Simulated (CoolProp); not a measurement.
Computed with CoolProp (reference Helmholtz-energy equation of state, Guder 2009).

Task: For sulfur hexafluoride, give the phase and the viscosity (µPa s), conductivity (mW/(m K)) at 301.5 K and 1.54 bar.

Result: 
- 301.5 K and 1.54 bar: gas; viscosity 15.4, conductivity 13.3

Viscosity comes from a separate model (Quiñones-Cisneros 2012). Thermal conductivity comes from a separate model (Assael 2012).
